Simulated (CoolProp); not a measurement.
Properties of R113 at several states (Tc = 487.2 K, pc = 3392 kPa, ω = 0.253).

Model: reference Helmholtz-energy equation of state, Marx 1992, in CoolProp.

```
T (K)  p (kPa)   phase  density (kg/m³)  cv (kJ/(kg K))  Joule-Thomson coefficient (K/MPa)  expansivity (1/kK)  fugacity coefficient
-----  -------  ------  ---------------  --------------  ---------------------------------  ------------------  --------------------
290.2      713  liquid              [?]          0.6628                            -0.3956               1.482                   [?]
340.8     14.9     gas           0.9899          0.6476                              22.39               2.979                0.9953
311.4     1280  liquid             1535          0.6815                            -0.3588               1.569               0.05894
249.1     18.4  liquid              [?]          0.6290                            -0.4483                 [?]                0.2216
418.5    19500  liquid             1359          0.7605                            -0.2405               1.620                0.1006
```

Problem. What belongs in the gaps?

Solution. 
- 290.2, density (kg/m³): 1584
- 290.2, fugacity coefficient: 0.04625
- 249.1, density (kg/m³): 1677
- 249.1, expansivity (1/kK): 1.364
